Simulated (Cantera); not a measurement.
## Equilibrium for boron, boron nitride and boron oxide: B + H2O + N2

Feed: 1 mol B, 6.9 mol H2O, 32 mol N2, equilibrated at 1225 °C and 1800 Pa.

These are equilibrium values from Cantera (NASA tables, ideal gas, pure condensed phases), not measurements of a reactor. Candidate condensed phases: B, BN, B2O3, B3O3H3, H2O; 39 gas species. Gases not in the tables: H3BO3. Kinetics and transport are ignored.

| Property | Value |
|---|---|
| x(N2) | 0.812 |
| x(H2O) | 0.125 |
| x(H2) | 0.0381 |
| x(HBO2) | 0.0250 |
| x(B2O3) | 0.000184 |
| x(H) | 2.50e-5 |
| x(HBO) | 4.12e-6 |
| x(OH) | 2.32e-6 |
| x((HBO2)3) | 1.74e-6 |
| gas amount | 39.40 mol |
| log10 activity of B(s) (absent) | -8.48 |
| log10 activity of B3O3H3(s) (absent) | -20.14 |
